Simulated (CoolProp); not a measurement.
Properties of methane along the isotherm 198 K.

Computed with CoolProp (reference Helmholtz-energy equation of state, Setzmann 1991).

```tsv
p (bar)	phase	Z	Joule-Thomson coefficient (K/MPa)	isothermal compressibility (1/MPa)	expansivity (1/kK)	conductivity (mW/(m K))
0.218	gas	0.9986	9.436	45.94	5.072	21.4
0.34	gas	0.9978	9.439	29.48	5.084	21.5
0.529	gas	0.9966	9.444	18.97	5.102	21.5
0.824	gas	0.9946	9.452	12.20	5.132	21.5
1.28	gas	0.9917	9.465	7.879	5.177	21.6
2	gas	0.9869	9.484	5.067	5.251	21.7
3.11	gas	0.9796	9.514	3.283	5.369	21.8
4.84	gas	0.9680	9.559	2.136	5.563	22.0
7.54	gas	0.9495	9.628	1.399	5.892	22.3
11.7	gas	0.9200	9.730	0.9335	6.476	22.9
18.3	gas	0.8702	9.875	0.6366	7.656	24.0
28.5	gas	0.7839	10.04	0.4680	10.55	26.3
44.3	gas	0.6080	9.736	0.4585	24.24	35.0
69	supercritical	0.2895	2.349	0.1061	28.56	74.3
```

Thermal conductivity comes from a separate model (Friend 1989).
